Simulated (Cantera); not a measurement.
A perfectly stirred reactor is fed with CO : H2 : O2 : N2 = 1 : 0.69 : 0.971 : 3.65 (molar parts), at 0.730 bar; it is adiabatic with a 800 K inlet, and is followed from long to short residence time, starting on the burning branch (τ in s: 0.17, 0.051, 0.015, 0.0047, 0.0014, 0.00042, 0.00013, 3.8e-05, 1.2e-05).

Computed with Cantera and GRI-Mech 3.0 (53 species, 325 reactions).

### Question
What does this change do: pressure from 0.730 bar to 1.00 bar?

### Answer
```
quantity                                                                      before                               after
------------------------------------------------  ----------------------------------  ----------------------------------
blow-out, bracketed by the residence times tried  burning at 38.0 µs, out at 12.0 µs  burning at 38.0 µs, out at 12.0 µs
x(CO) at τ = 0.170 s                                                          0.0329                              0.0312
x(H2) at τ = 0.170 s                                                         0.00415                             0.00388
x(O2) at τ = 0.170 s                                                          0.0337                              0.0328
x(NO) at τ = 0.170 s                                                         0.00748                             0.00777
x(NO2) at τ = 0.170 s                                                        2.27e-6                             2.70e-6
x(CO) at τ = 1.40 ms                                                          0.0572                              0.0514
x(H2) at τ = 1.40 ms                                                         0.00907                             0.00759
x(O2) at τ = 1.40 ms                                                          0.0487                              0.0457
x(NO) at τ = 1.40 ms                                                        0.000315                            0.000552
x(NO2) at τ = 1.40 ms                                                        4.88e-8                             1.25e-7
```
